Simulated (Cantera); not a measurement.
Cantera run, input and output.

```python
import numpy as np
import cantera as ct

surf = ct.Interface("diamond.yaml", "diamond_100")
gas, bulk = surf.adjacent["gas"], surf.adjacent["diamond"]
k = surf.kinetics_species_index(bulk.species_names[0])
cover = ["c6HH", "c6H*", "c6*H", "c6**", "c6HM", "c6B"]

rows, drift = [], 0.0
print(f"{'T':>10s}{'um/h':>11s}" + "".join(f"{s:>11s}" for s in cover))
for v in [925, 1000, 1075, 1150, 1225, 1300, 1375]:
    T, P, xH, xCH3 = v, 4200, 0.00084, 1.4e-05
    gas.TPX = T, P, {"H": xH, "CH3": xCH3, "CH4": 0.0023, "H2": 1 - xH - xCH3 - 0.0023}
    surf.TP = bulk.TP = T, P
    surf.coverages = "c6H*:0.1, c6HH:0.9"
    surf.advance_coverages(100.0)
    before = surf.coverages
    surf.advance_coverages(100.0)
    drift = max(drift, np.max(np.abs(surf.coverages - before) / (surf.coverages + 1e-9)))
    rate = surf.net_production_rates[k] * bulk.mean_molecular_weight / bulk.density * 3.6e9
    rows.append([rate, *surf[cover].coverages])
    print(f"{v:10.4g}{rate:11.4e}" + "".join(f"{x:11.3e}" for x in rows[-1][1:]))
```

It prints:

```
         T       um/h       c6HH       c6H*       c6*H       c6**       c6HM        c6B
       925 1.9955e-01  6.592e-01  1.200e-02  3.087e-01  5.123e-03  1.175e-02  5.415e-10
      1000 2.3598e-01  5.957e-01  1.799e-02  3.681e-01  8.801e-03  6.853e-03  6.403e-10
      1075 1.6354e-01  5.400e-01  2.485e-02  4.180e-01  1.343e-02  2.475e-03  4.438e-10
      1150 7.9359e-02  4.935e-01  3.210e-02  4.550e-01  1.840e-02  5.525e-04  2.153e-10
      1225 5.2336e-02  4.582e-01  3.928e-02  4.792e-01  2.298e-02  1.091e-04  1.420e-10
      1300 4.6407e-02  4.350e-01  4.606e-02  4.922e-01  2.656e-02  2.218e-05  1.259e-10
      1375 3.0504e-02  4.232e-01  5.221e-02  4.956e-01  2.888e-02  4.677e-06  8.278e-11
```

Computed with Cantera and the Harris–Goodwin 1993 mechanism for the reconstructed diamond (100) surface.
